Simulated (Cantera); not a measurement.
A Cantera script and its output.

```python
import numpy as np
import cantera as ct

gas = ct.Solution("h2o2.yaml")
gas.TPX = 650, 100000, {'H2': 1, 'O2': 0.781, 'N2': 2.27}
flame = ct.FreeFlame(gas, width=0.04)
flame.set_refine_criteria(ratio=3, slope=0.08, curve=0.16)
flame.transport_model = "mixture-averaged"
flame.solve(loglevel=0, auto=True)
z, T = flame.grid, flame.T
thick = (T[-1] - T[0]) / np.gradient(T, z).max()
show = ['H2', 'O2', 'H2O2', 'H2O', 'O', 'HO2']
print(f"laminar burning velocity  {flame.velocity[0] * 100:.3f} cm/s")
print(f"burnt temperature         {T[-1]:.1f} K")
print(f"thermal thickness         {thick * 1e3:.4f} mm")
print(f"grid points               {len(z)}")
z0 = z[flame.heat_release_rate.argmax()]
print(f"{'z/mm':>9s}{'T/K':>9s}{'u/(m/s)':>9s}" + "".join(f"{s:>11s}" for s in show))
rows = []
for k in (-3, -2, -1.5, -1, -0.5, -0.25, 0, 0.25, 0.5, 1, 2, 4, 8):
    zz = z0 + k * thick
    rows.append([k * thick, np.interp(zz, z, T), np.interp(zz, z, flame.velocity),
                 *(np.interp(zz, z, flame.X[gas.species_index(s)]) for s in show)])
    print(f"{rows[-1][0] * 1e3:9.3f}{rows[-1][1]:9.1f}{rows[-1][2]:9.3f}" + "".join(f"{x:11.3e}" for x in rows[-1][3:]))
```

Result:

```
laminar burning velocity  756.858 cm/s
burnt temperature         2366.0 K
thermal thickness         0.4238 mm
grid points               130
     z/mm      T/K  u/(m/s)         H2         O2       H2O2        H2O          O        HO2
   -1.271    650.0    7.569  2.469e-01  1.928e-01  7.331e-15  3.473e-12  5.686e-15  8.371e-12
   -0.848    650.0    7.569  2.469e-01  1.928e-01  7.063e-13  2.996e-10  1.301e-12  8.832e-10
   -0.636    650.0    7.568  2.468e-01  1.928e-01  2.720e-11  8.194e-09  9.814e-11  2.998e-08
   -0.424    650.0    7.568  2.467e-01  1.928e-01  1.923e-09  3.996e-07  7.599e-09  1.404e-06
   -0.212    669.3    7.744  2.409e-01  1.934e-01  4.220e-06  1.079e-03  1.479e-05  2.664e-04
   -0.106    861.7    9.729  2.052e-01  1.895e-01  1.385e-05  2.021e-02  5.559e-04  2.220e-04
    0.000   1267.4   13.849  1.077e-01  1.500e-01  8.351e-06  1.057e-01  7.752e-03  1.170e-04
    0.106   1568.7   16.944  3.861e-02  9.935e-02  3.779e-06  1.891e-01  1.776e-02  6.529e-05
    0.212   1723.1   18.486  2.491e-02  8.554e-02  2.027e-06  2.120e-01  1.948e-02  4.605e-05
    0.424   1886.5   20.040  2.076e-02  8.095e-02  1.058e-06  2.246e-01  1.681e-02  3.184e-05
    0.848   2046.2   21.501  1.647e-02  7.852e-02  6.141e-07  2.371e-01  1.255e-02  2.028e-05
    1.695   2184.2   22.720  1.135e-02  7.717e-02  4.128e-07  2.496e-01  8.201e-03  1.225e-05
    3.391   2288.0   23.615  6.687e-03  7.688e-02  3.327e-07  2.603e-01  4.667e-03  8.297e-06
```

Cantera simulation using the H2/O2 subset of GRI-Mech 3.0, which has no nitrogen chemistry; the numbers are that mechanism's predictions, not measurements. Burning velocities carry a grid error of a few per cent, more on coarse grids. Lean hydrogen flames are cellular in practice and burn faster than this planar one.
